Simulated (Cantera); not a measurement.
What does this Cantera script print?

```python
import numpy as np
import cantera as ct

surf = ct.Interface("ptcombust.yaml", "Pt_surf")
gas = surf.adjacent["gas"]
gas.TPX = 300, 3600, {'CH4': 0.057, 'O2': 0.11, 'N2': 0.79}
jet = ct.ImpingingJet(gas=gas, width=0.027, surface=surf)
jet.inlet.mdot, jet.inlet.T, jet.inlet.X = 0.17, 300, {'CH4': 0.057, 'O2': 0.11, 'N2': 0.79}
jet.set_refine_criteria(ratio=10, slope=0.2, curve=0.3)
show, cover = ['CH4', 'O2', 'H2O', 'OH', 'CO', 'CO2'], ["PT(S)", "H(S)", "O(S)", "OH(S)", "CO(S)", "C(S)"]

rows = []
print(f"{'Ts/K':>7s}" + "".join(f"{s:>11s}" for s in show + cover) + "   (gas at the wall, coverages)")
for i, Ts in enumerate([900, 950, 1000, 1050, 1100, 1150, 1200]):
    jet.surface.T = Ts
    if i == 0:
        surf.TP = Ts, 3600
        surf.coverages = "PT(S):0.5, O(S):0.5"
        surf.advance_coverages(1.0)
        jet.set_initial_guess(products="inlet")
    jet.solve(loglevel=0, auto=(i == 0))
    rows.append([*(jet.X[gas.species_index(s), -1] for s in show), *surf[cover].coverages])
    print(f"{Ts:7g}" + "".join(f"{x:11.3e}" for x in rows[-1]))
```

Result:

```
   Ts/K        CH4         O2        H2O         OH         CO        CO2      PT(S)       H(S)       O(S)      OH(S)      CO(S)       C(S)   (gas at the wall, coverages)
    900  5.100e-02  9.651e-02  1.614e-02  3.355e-08  2.245e-05  1.057e-02  2.645e-01  6.354e-08  7.347e-01  7.200e-04  1.963e-05  6.994e-08
    950  4.570e-02  8.515e-02  2.603e-02  1.145e-07  2.872e-05  1.711e-02  3.469e-01  1.710e-07  6.523e-01  8.034e-04  1.719e-05  8.238e-08
   1000  3.998e-02  7.294e-02  3.664e-02  3.334e-07  3.543e-05  2.415e-02  4.328e-01  3.928e-07  5.663e-01  8.247e-04  1.445e-05  9.046e-08
   1050  3.455e-02  6.138e-02  4.665e-02  8.331e-07  4.305e-05  3.082e-02  5.193e-01  8.007e-07  4.798e-01  7.935e-04  1.199e-05  9.555e-08
   1100  2.990e-02  5.155e-02  5.515e-02  1.853e-06  5.253e-05  3.650e-02  6.025e-01  1.482e-06  3.968e-01  7.257e-04  9.987e-06  9.913e-08
   1150  2.618e-02  4.371e-02  6.191e-02  3.718e-06  6.528e-05  4.102e-02  6.796e-01  2.553e-06  3.197e-01  6.379e-04  8.495e-06  1.031e-07
   1200  2.335e-02  3.781e-02  6.698e-02  6.848e-06  8.329e-05  4.441e-02  7.478e-01  4.144e-06  2.516e-01  5.437e-04  7.429e-06  1.084e-07
```

Computed with Cantera and Deutschmann's 1995 Pt surface mechanism with GRI-Mech 3.0 gas chemistry. Catalytic surfaces can have several steady states; this one follows from the mechanism file's or the stated starting coverage.
